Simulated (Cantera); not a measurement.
Premixed flame

A freely propagating, adiabatic, planar premixed flame of 7.84 % CH4, 23.0 % O2, 69.1 % N2, equivalence ratio 0.68, unburnt at 373 K and 60000 Pa; mixture-averaged transport, grid criteria slope 0.08 and curve 0.16, no radiation.

Detailed kinetics in Cantera: GRI-Mech 3.0 (53 species, 325 reactions). Burning velocities carry a grid error of a few per cent, more on coarse grids.

```csv
z (mm),T (K),u (m/s),x CH4,x O2,x CO,x O,x CH2CO,x H2O
-1.86,373,0.568,0.0783,0.230,1.22e-6,<1e-8,<1e-8,1.44e-5
-1.24,374,0.570,0.0782,0.230,1.83e-5,<1e-8,<1e-8,0.000179
-0.928,380,0.579,0.0778,0.230,0.000111,<1e-8,1.04e-8,0.000931
-0.619,428,0.655,0.0748,0.226,0.00109,4.45e-8,2.30e-7,0.00706
-0.309,798,1.23,0.0541,0.197,0.0108,8.00e-6,6.91e-6,0.0468
-0.155,1188,1.85,0.0306,0.160,0.0238,0.000130,2.89e-5,0.0860
0,1556,2.44,0.00780,0.117,0.0357,0.00122,4.20e-5,0.123
0.155,1710,2.67,0.000645,0.0927,0.0322,0.00412,7.94e-6,0.139
0.309,1762,2.74,2.96e-5,0.0844,0.0237,0.00554,4.39e-7,0.141
0.619,1824,2.82,8.45e-8,0.0792,0.0141,0.00550,<1e-8,0.142
1.24,1900,2.93,<1e-8,0.0763,0.00834,0.00423,<1e-8,0.145
2.47,1970,3.02,<1e-8,0.0747,0.00524,0.00255,<1e-8,0.149
4.95,2021,3.09,<1e-8,0.0739,0.00283,0.00128,<1e-8,0.152
```
x: mole fraction of selected species; z is measured from the peak of heat release.

```
Quantity                      Value
------------------------  ---------
laminar burning velocity  56.8 cm/s
thermal thickness          0.619 mm
peak x(CO)                   0.0363
peak x(O)                   0.00571
peak x(CH2CO)               4.57e-5
grid points                     139
```
